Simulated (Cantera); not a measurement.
Input (Python, Cantera) and output of one run.

```python
import numpy as np
import cantera as ct

gas_names = [...]  # 118 gases of nasa_gas.yaml made of C, Cl, F, H
cond_names = """
    C(gr) C6H6(L) C7H8(L) C8H18(L),n-octa
""".split()


# ... load() reads the species with a 1 bar reference pressure and builds the phases ...
atoms = {
    'CHF3': {'C': 1, 'H': 1, 'F': 3},
    'HCl': {'H': 1, 'CL': 1},
    'H2': {'H': 2},
}
top_T = {'C(gr)': 4500}  # K; cautious upper limits of use, not melting points


# ... equilibrate(T, P, feed) seeds the gas with the atoms and calls Mixture.equilibrate('TP', solver="vcs", rtol=1e-11, max_steps=5000) ...
results = []
feed = {'CHF3': 1, 'HCl': 1.5, 'H2': 1.8}  # mol
P = 720  # Pa
for T in [2525, 2575, 2625, 2675, 2725, 2775, 2825, 2875, 2925, 2975, 3025, 3075, 3125, 3175]:
    mix = equilibrate(T, P, feed)
    results.append((T, P, feed, dict(zip(mix.species_names, mix.species_moles))))

top = {s: max(r[3][s] / sum(r[3][g] for g in gas_names) for r in results) for s in gas_names}
cols = sorted((s for s in top if top[s] > 0.001), key=lambda s: -top[s])[:7]
seen = [c for c in cond_names if any(r[3].get(c, 0) > 1e-12 for r in results)]
print("log10 of partial pressures in bar; condensed amounts in mol")
print(f"{'T/K':>10s}" + "".join(f"{s[:9]:>10s}" for s in cols + seen))
for T, P, feed, n in results:
    ng = sum(n[g] for g in gas_names)
    print(f"{T:10.4g}" + "".join(f"{np.log10(max(n[s] / ng * P / 1e5, 1e-99)):10.3f}" for s in cols)
          + "".join(f"{n.get(c, 0):10.4g}" for c in seen))
```

It prints:

```
log10 of partial pressures in bar; condensed amounts in mol
       T/K        HF         H        CL       HCL        H2         F        C3     C(gr)
      2525    -2.441    -3.075    -3.142    -2.961    -3.045    -5.123    -6.136     0.978
      2575    -2.450    -2.997    -3.091    -3.014    -3.074    -4.971    -5.812    0.9714
      2625    -2.461    -2.927    -3.047    -3.075    -3.109    -4.823    -5.500    0.9618
      2675    -2.472    -2.863    -3.010    -3.142    -3.152    -4.677    -5.201    0.9466
      2725    -2.483    -2.806    -2.978    -3.217    -3.203    -4.533    -4.913    0.9215
      2775    -2.496    -2.757    -2.953    -3.299    -3.263    -4.390    -4.635    0.8784
      2825    -2.510    -2.715    -2.934    -3.388    -3.331    -4.249    -4.368    0.8031
      2875    -2.527    -2.680    -2.920    -3.486    -3.408    -4.109    -4.111    0.6707
      2925    -2.546    -2.652    -2.913    -3.591    -3.495    -3.972    -3.862    0.4382
      2975    -2.572    -2.631    -2.912    -3.707    -3.592    -3.839    -3.623   0.02914
      3025    -2.591    -2.607    -2.909    -3.812    -3.678    -3.710    -3.624         0
      3075    -2.614    -2.586    -2.908    -3.917    -3.764    -3.586    -3.646         0
      3125    -2.641    -2.567    -2.909    -4.023    -3.851    -3.470    -3.674         0
      3175    -2.673    -2.549    -2.913    -4.129    -3.937    -3.363    -3.710         0
```

Equilibrium computed with Cantera from the NASA thermochemical tables; the gas is ideal and each condensed phase is pure. The tables' values for CCl are old estimates; treat these amounts as uncertain.
